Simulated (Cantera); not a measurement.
**Premixed flame**

A freely propagating, adiabatic, planar premixed flame of H2 : O2 : N2 : H2O = 1 : 0.172 : 0.648 : 0.42 (molar parts), equivalence ratio 2.9, unburnt at 425 K and 0.987 atm; mixture-averaged transport, grid criteria slope 0.08 and curve 0.16, no radiation.

Model: the H2/O2 subset of GRI-Mech 3.0, which has no nitrogen chemistry, integrated in Cantera. Burning velocities carry a grid error of a few per cent, more on coarse grids.

```tsv
z (mm)	T (K)	u (m/s)	x H2	x O2	x H2O	x O	x H	x HO2
-1.20	425	2.12	0.446	0.0768	0.188	<1e-8	<1e-8	<1e-8
-0.802	425	2.12	0.446	0.0768	0.188	<1e-8	<1e-8	2.59e-8
-0.601	426	2.13	0.446	0.0769	0.188	<1e-8	<1e-8	3.22e-7
-0.401	431	2.15	0.443	0.0772	0.189	4.42e-8	<1e-8	5.84e-6
-0.200	525	2.55	0.426	0.0771	0.199	5.07e-6	3.30e-5	0.000324
-0.100	761	3.62	0.399	0.0682	0.227	6.14e-5	0.00136	0.000298
0	1033	4.84	0.365	0.0495	0.270	0.000244	0.00705	0.000125
0.100	1224	5.70	0.333	0.0277	0.313	0.000404	0.0152	5.42e-5
0.200	1330	6.19	0.314	0.0124	0.343	0.000301	0.0204	2.17e-5
0.401	1416	6.59	0.303	0.00201	0.363	8.54e-5	0.0213	3.25e-6
0.802	1473	6.83	0.304	0.000115	0.367	2.58e-5	0.0162	1.80e-7
1.60	1517	7.01	0.308	7.47e-6	0.369	1.09e-5	0.0104	1.56e-8
3.21	1547	7.13	0.311	2.29e-6	0.370	3.95e-6	0.00603	<1e-8
```
x: mole fraction of selected species; z is measured from the peak of heat release.

- laminar burning velocity: 212 cm/s
- thermal thickness: 0.401 mm
- peak x(O): 0.000404
- peak x(H): 0.0219
- peak x(HO2): 0.000423
- grid points: 107
